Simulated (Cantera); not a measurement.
Feed: 1 mol B2H6, 8.3 mol NH3, 1.9 mol H2, held at 1448.15 K and 0.133 bar.

These are equilibrium values from Cantera (NASA tables, ideal gas, pure condensed phases), not measurements of a reactor. Candidate condensed phases: B, BN; 15 gas species. The feed counts by its element totals alone. Kinetics and transport are ignored.

Base state: H2 0.846, N2 0.154, H 2.33e-5 (mole fractions); condensed: BN(s).

Q: What changes in the equilibrium state with this change: NH3 from 8.3 to 1.1 mol?

A: 
```
species      before    after
----------  -------  -------
H2            0.846    1.000
H           2.33e-5  2.53e-5
N2            0.154  9.74e-9
BN(s), mol     2.00     1.10
B(s), mol         0    0.900
```
Mutual solubility and eutectic melting of coexisting phases are not modelled.
